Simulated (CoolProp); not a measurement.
Properties of n-dodecane at several states (Tc = 385.0 °C, pc = 1818 kPa, ω = 0.574).

Computed with CoolProp (reference Helmholtz-energy equation of state, Lemmon 2004). It is a short technical equation, of lower accuracy than the large ones.

| T (°C) | p (kPa) | phase | conductivity (mW/(m K)) | Prandtl number |
|---|---|---|---|---|
| 96.25 | 1220 | liquid | 120 | 11.0 |
| 296.25 | 660 | liquid | 80.2 | 4.31 |
| 69.25 | 4240 | liquid | 127 | 14.0 |
| 272.75 | 588 | liquid | 84.7 | 4.82 |
| 111.45 | 105 | liquid | 116 | 9.92 |
| 85.65 | 105 | liquid | 122 | 11.8 |

Viscosity comes from a separate model (Huber 2004). Thermal conductivity comes from a separate model (Huber 2004).
